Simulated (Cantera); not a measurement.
Charge: 1 mol CF4, 0.061 mol F2, equilibrated at 0.0133 bar.

Cantera equilibrium calculation (NASA polynomials, part measured and part estimated; ideal gas, pure solids and liquids). Candidate condensed phases: C; 13 gas species. Gases not in the tables: C2F6 and larger saturated fluorocarbons. The numbers say what is thermodynamically allowed, not how fast it happens. All values below are at 1298 K.

Base state: CF4 0.891, F 0.108, F2 0.000169 (mole fractions); condensed: gas only.

What changes in the equilibrium state with this change: CF4 replaced by c-C4F8?


```csv
species,before,after
CF4,0.891,1.000
CF2,<1e-9,1.12e-5
F,0.108,9.69e-7
F2,0.000169,<1e-9
"C(graphite), mol",0,1.97
```
The feed counts by its element totals alone.
